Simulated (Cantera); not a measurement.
A Cantera script and its output.

```python
import numpy as np
import cantera as ct

surf = ct.Interface("diamond.yaml", "diamond_100")
gas, bulk = surf.adjacent["gas"], surf.adjacent["diamond"]
k = surf.kinetics_species_index(bulk.species_names[0])
cover = ["c6HH", "c6H*", "c6*H", "c6**", "c6HM", "c6B"]

rows, drift = [], 0.0
print(f"{'P':>10s}{'um/h':>11s}" + "".join(f"{s:>11s}" for s in cover))
for v in [670, 1100, 1900, 3100, 5200, 8700, 15000, 24000]:
    T, P, xH, xCH3 = 1225, v, 0.0018, 0.0003
    gas.TPX = T, P, {"H": xH, "CH3": xCH3, "CH4": 0.0072, "H2": 1 - xH - xCH3 - 0.0072}
    surf.TP = bulk.TP = T, P
    surf.coverages = "c6H*:0.1, c6HH:0.9"
    surf.advance_coverages(100.0)
    before = surf.coverages
    surf.advance_coverages(100.0)
    drift = max(drift, np.max(np.abs(surf.coverages - before) / (surf.coverages + 1e-9)))
    rate = surf.net_production_rates[k] * bulk.mean_molecular_weight / bulk.density * 3.6e9
    rows.append([rate, *surf[cover].coverages])
    print(f"{v:10.4g}{rate:11.4e}" + "".join(f"{x:11.3e}" for x in rows[-1][1:]))
```

Output:

```
         P       um/h       c6HH       c6H*       c6*H       c6**       c6HM        c6B
       670 1.5824e-01  4.382e-01  4.028e-02  4.916e-01  2.752e-02  4.042e-04  4.294e-10
      1100 2.8999e-01  4.381e-01  4.027e-02  4.913e-01  2.747e-02  6.654e-04  7.869e-10
      1900 5.8207e-01  4.377e-01  4.023e-02  4.909e-01  2.743e-02  1.141e-03  1.579e-09
      3100 1.1291e+00  4.373e-01  4.019e-02  4.903e-01  2.739e-02  1.830e-03  3.064e-09
      5200 2.3787e+00  4.365e-01  4.011e-02  4.893e-01  2.733e-02  2.969e-03  6.455e-09
      8700 5.1981e+00  4.353e-01  4.000e-02  4.877e-01  2.724e-02  4.697e-03  1.411e-08
   1.5e+04 1.2194e+01  4.335e-01  3.983e-02  4.854e-01  2.711e-02  7.366e-03  3.309e-08
   2.4e+04 2.5440e+01  4.314e-01  3.965e-02  4.827e-01  2.697e-02  1.043e-02  6.903e-08
```

Model: the Harris–Goodwin 1993 mechanism for the reconstructed diamond (100) surface, integrated in Cantera.
